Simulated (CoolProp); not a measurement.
Ethane at several states: density (kg/m³) from the reference equation and from simpler models built on Tc = 305.3 K, pc = 4872 kPa, ω = 0.099; each cubic takes its own stable root.

The numbers come from the reference Helmholtz-energy equation of state, Bücker 2006 in CoolProp.

```csv
T (K),p (kPa),phase,reference,van der Waals,Soave-Redlich-Kwong
171,237,liquid,560.6,5.320,540.8
211.9,19100,liquid,530.2,364.1,515.6
386.1,41.9,gas,0.3930,0.3930,0.3930
384.1,125,gas,1.182,1.182,1.182
```

At some of these states van der Waals gives the other phase, because its saturation line lies elsewhere.
